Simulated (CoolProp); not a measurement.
n-perfluoropentane along the isotherm 0.25 °C: fugacity coefficient from the reference equation and from simpler models built on Tc = 147.9 °C, pc = 2.063 MPa, ω = 0.436; each cubic takes its own stable root.

Computed with CoolProp (reference Helmholtz-energy equation of state, Gao 2022).

| p (MPa) | phase | reference |
|---|---|---|
| 0.397 | liquid | 0.07687 |
| 0.793 | liquid | 0.03965 |
| 1.19 | liquid | 0.02722 |
| 1.59 | liquid | 0.02099 |
| 1.98 | liquid | 0.01736 |
| 2.38 | liquid | 0.01488 |
| 2.78 | liquid | 0.01313 |
| 3.17 | liquid | 0.01185 |
| 3.57 | liquid | 0.01084 |
| 3.97 | liquid | 0.01005 |
| 4.36 | liquid | 0.009416 |
| 4.76 | liquid | 0.008886 |
| 5.16 | liquid | 0.008445 |

Problem. How far does each simpler model (van der Waals, Redlich-Kwong, Soave-Redlich-Kwong, Peng-Robinson) lie from the reference over these 13 states: mean and median of the absolute difference, and the worst?

Solution. 
- van der Waals: mean 827.2 %, median 826.1 %, worst +931.6 % at 0.25 °C and 5.16 MPa
- Redlich-Kwong: mean 202.6 %, median 202.7 %, worst +209.2 % at 0.25 °C and 5.16 MPa
- Soave-Redlich-Kwong: mean 1.2 %, median 1.2 %, worst +2.4 % at 0.25 °C and 5.16 MPa
- Peng-Robinson: mean 0.6 %, median 0.5 %, worst +1.4 % at 0.25 °C and 0.397 MPa
